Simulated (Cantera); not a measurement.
An adiabatic, constant-volume homogeneous reactor starts with H2 : O2 : N2 = 1 : 0.385 : 1.45 (molar parts), equivalence ratio 1.3, at 1800 K and 5.00 bar. Integrator tolerance rtol = 1e-08.

Detailed kinetics in Cantera: GRI-Mech 3.0 (53 species, 325 reactions). The hydrogen kinetics of GRI-Mech 3.0 are dated; newer H2 mechanisms differ, most at raised pressure. Above 3000 K some thermodynamic fits are extrapolated.

Q: What does this change do: initial temperature 1800 to 1275 K?

A: 
```
quantity                                                            before                                    after
---------------------------------  ---------------------------------------  ---------------------------------------
time of steepest temperature rise                                  1.19 µs                                  7.91 µs
temperature at 1.00 s                                               3256 K                                   3131 K
equilibrium temperature                                             3256 K                                   3131 K
x(H2) at 1.00 s                        0.112 (gas-phase equilibrium 0.112)      0.104 (gas-phase equilibrium 0.104)
x(O2) at 1.00 s                    0.00548 (gas-phase equilibrium 0.00548)  0.00286 (gas-phase equilibrium 0.00286)
x(NO) at 1.00 s                    0.00866 (gas-phase equilibrium 0.00866)  0.00554 (gas-phase equilibrium 0.00554)
x(H2O) at 1.00 s                       0.239 (gas-phase equilibrium 0.239)      0.269 (gas-phase equilibrium 0.269)
x(N2O) at 1.00 s                   1.20e-6 (gas-phase equilibrium 1.20e-6)  8.91e-7 (gas-phase equilibrium 8.91e-7)
```
